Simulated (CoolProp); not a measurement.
Vapour-liquid equilibrium of R143a (1) + fluoroethane (R161) (2) at 9.71 bar; x and y are mole fractions of (1).

Values from CoolProp's multi-fluid Helmholtz-energy mixture model, Lemmon and Jacobsen 2000 and Wu 2012; pair parameters Bell 2016.

Problem. Give the bubble temperature and the first vapour's composition at x = 0.35, 0.65, 0.8. Is there an azeotrope?

Solution. x = 0.35: 295.2 K, y = 0.410; x = 0.65: 291.9 K, y = 0.701; x = 0.8: 290.3 K, y = 0.834. No azeotrope shows between x = 0.05 and 0.95.

Pair parameters are fitted to limited data, so mixtures are less certain than the pure fluids.
